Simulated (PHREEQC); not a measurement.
PHREEQC input (ion-association model, wateq4f.dat):

```
SOLUTION_MASTER_SPECIES
  An  An-  0  An  62.0  # stands for a non-complexing anion
SOLUTION_SPECIES
  An- = An-
    -log_k 0
    -gamma 3.0 0
PHASES
  Fix_H+
    H+ = H+
    -log_k 0
SOLUTION 1
  temp 25
  units mmol/kgw
  pH 7 charge
  Cl 2.026
  Ba 1
  Ca 0.013
  Na 10
  An 10
END
SELECTED_OUTPUT 1
  -reset false
  -pH true
  -pe true
  -ionic_strength true
  -water true
  -totals Ba Ca Cl Na
  -molalities Hfo_wOH Hfo_wOH2+ Hfo_wO- Hfo_sOH Hfo_sOH2+ Hfo_sO- Hfo_sOHBa+2 Hfo_wOBa+ Hfo_sOHCa+2 Hfo_wOCa+
  -saturation_indices Portlandite Halite
USER_PUNCH 1
  -headings sigma psi
  10 PUNCH EDL("sigma", "Hfo"), EDL("psi", "Hfo")
PRINT
  -reset false
USE solution 1
SURFACE 1
  Hfo_wOH 0.000337079 600 0.15
  Hfo_sOH 8.42697e-06
EQUILIBRIUM_PHASES 1
  Fix_H+ -3 HAn 10
    -force_equality true
  O2(g) -0.68 10
END
# ... the last block is repeated for the other 12 points of pH, with NaOH or the acid as the point needs
```

Selected output (columns that matter, 13 of 13 rows; pH added in front):

```
pH	mu	Ba	Ca	Na	m_Hfo_wOH	m_Hfo_wOH2+	m_Hfo_wO-	m_Hfo_sOH	m_Hfo_sOH2+	m_Hfo_sO-	si_Portlandite	si_Halite	sigma	psi
3	0.014303	0.001	1.3e-05	0.01	3.4754e-05	0.00030223	9.1549e-08	8.6884e-07	7.5558e-06	2.2887e-09	-21.888	-6.3804	0.33204	0.19821
3.67	0.013401	0.001	1.3e-05	0.01	9.1589e-05	0.0002447	7.8532e-07	2.2897e-06	6.1175e-06	1.9633e-08	-20.543	-6.3775	0.26806	0.1889
4.33	0.01318	0.001	1.3e-05	0.01	0.0001568	0.0001771	3.1804e-06	3.9195e-06	4.4269e-06	7.95e-08	-19.221	-6.3768	0.19113	0.17197
5	0.013107	0.00099999	1.3e-05	0.01	0.00020851	0.00012029	8.2804e-06	5.2076e-06	3.0041e-06	2.068e-07	-17.881	-6.3765	0.1231	0.1496
5.67	0.013075	0.00099993	1.3e-05	0.01	0.00023888	8.2323e-05	1.5879e-05	5.9191e-06	2.0399e-06	3.9347e-07	-16.541	-6.3764	0.073162	0.1232
6.33	0.013056	0.00099928	1.2997e-05	0.01	0.00025273	5.9928e-05	2.4417e-05	5.7789e-06	1.3703e-06	5.5831e-07	-15.221	-6.3764	0.040488	0.093764
7	0.013035	0.0009956	1.2979e-05	0.01	0.00025823	4.4513e-05	3.4319e-05	3.0757e-06	5.3017e-07	4.0876e-07	-13.881	-6.3763	0.020534	0.062322
7.67	0.013028	0.00099198	1.2921e-05	0.010009	0.00025823	3.5024e-05	4.3617e-05	4.0775e-07	5.5304e-08	6.8872e-08	-12.543	-6.3759	0.007919	0.028847
8.33	0.01303	0.00098894	1.2214e-05	0.010028	0.0002538	2.908e-05	5.0743e-05	2.9153e-08	3.3403e-09	5.8288e-09	-11.248	-6.3751	-0.0015313	-0.0058627
9	0.013012	0.00096291	7.7696e-06	0.010104	0.00021529	1.4461e-05	7.3425e-05	4.0023e-09	2.6883e-10	1.365e-09	-10.104	-6.3717	-0.0088143	-0.031777
9.67	0.012991	0.00090295	4.049e-06	0.010275	0.00011	2.1771e-06	0.00012732	2.2494e-09	4.4519e-11	2.6036e-09	-9.047	-6.3643	-0.0115	-0.040018
10.33	0.013139	0.00086414	3.0129e-06	0.010544	3.3703e-05	1.5695e-07	0.0001658	2.0361e-09	9.482e-12	1.0016e-08	-7.8571	-6.3536	-0.012218	-0.041888
11	0.014015	0.00085162	2.7843e-06	0.011462	7.9592e-06	8.1117e-09	0.0001789	1.992e-09	2.0302e-12	4.4776e-08	-6.5606	-6.3202	-0.012839	-0.042489
```

Species that the database lacks are ignored. The oxide is taken as insoluble; below pH 4 it would dissolve.
